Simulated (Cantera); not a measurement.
A Cantera script and what it prints.

```python
import numpy as np
import cantera as ct

gas_names = [...]  # 151 gases of nasa_gas.yaml made of C, H, N, O, Si
cond_names = """
    C(gr) C6H6(L) C7H8(L) C8H18(L),n-octa H2O(s) H2O(L) Si(cr) Si(L) SiC(b) SiO2(Lqz) SiO2(hqz) SiO2(L)
    Si2N2O(s) Si3N4(a)
""".split()


# ... load() reads the species with a 1 bar reference pressure and builds the phases ...
atoms = {
    'TEOS': {'Si': 1, 'C': 8, 'H': 20, 'O': 4},
    'N2O': {'N': 2, 'O': 1},
    'N2': {'N': 2},
}
top_T = {'C(gr)': 4500, 'SiC(b)': 3050, 'Si2N2O(s)': 2100, 'Si3N4(a)': 2400}  # K; cautious upper limits of use, not melting points


# ... equilibrate(T, P, feed) seeds the gas with the atoms and calls Mixture.equilibrate('TP', solver="vcs", rtol=1e-11, max_steps=5000) ...
results = []
T = 1450  # K
P = 300  # Pa
for m in [0.65, 1.2, 2.1, 3.7, 6.7, 12, 22, 39]:
    feed = {'TEOS': 1, 'N2O': m, 'N2': 3}  # mol
    mix = equilibrate(T, P, feed)
    results.append((T, P, feed, dict(zip(mix.species_names, mix.species_moles))))

top = {s: max(r[3][s] / sum(r[3][g] for g in gas_names) for r in results) for s in gas_names}
cols = sorted((s for s in top if top[s] > 0.0001), key=lambda s: -top[s])[:8]
seen = [c for c in cond_names if any(r[3].get(c, 0) > 1e-12 for r in results)]
print("log10 of partial pressures in bar; condensed amounts in mol")
print(f"{'n(N2O)':>10s}" + "".join(f"{s[:9]:>10s}" for s in cols + seen))
for T, P, feed, n in results:
    ng = sum(n[g] for g in gas_names)
    print(f"{feed['N2O']:10.4g}" + "".join(f"{np.log10(max(n[s] / ng * P / 1e5, 1e-99)):10.3f}" for s in cols)
          + "".join(f"{n.get(c, 0):10.4g}" for c in seen))
```

It prints:

```
log10 of partial pressures in bar; condensed amounts in mol
    n(N2O)        N2        H2        CO       H2O       CO2        O2        NO       SiO     C(gr)    SiC(b) SiO2(hqz) Si2N2O(s)
      0.65    -3.228    -2.783    -3.121    -8.507    -9.222   -23.495   -15.993    -5.923     2.533    0.8771         0   0.05785
       1.2    -3.220    -2.788    -3.116    -8.507    -9.212   -23.485   -15.984    -5.925     3.299         0         0    0.4963
       2.1    -3.166    -2.829    -3.081    -8.512    -9.140   -23.414   -15.921    -5.934     2.399         0         0    0.4961
       3.7    -3.100    -2.892    -3.035    -8.531    -9.050   -23.323   -15.843    -5.944    0.7985         0         0    0.4956
       6.7    -2.979    -2.989    -3.072    -4.250    -4.709   -14.569   -11.405    -8.155         0         0    0.9999         0
        12    -2.865    -3.275    -3.252    -3.423    -3.776   -12.342   -10.235    -9.269         0         0         1         0
        22    -2.758    -4.291    -4.054    -3.189    -3.328    -9.843    -8.932   -10.518         0         0         1         0
        39    -2.729    -7.637    -7.357    -3.353    -3.449    -3.479    -5.735   -13.701         0         0         1         0
```

Equilibrium computed with Cantera from the NASA thermochemical tables; the gas is ideal and each condensed phase is pure. The feed counts by its element totals alone. Mutual solubility and eutectic melting of coexisting phases are not modelled. The tables hold silica as quartz up to 1696 K and as liquid above; real silica turns to tridymite and cristobalite and melts near 1996 K.
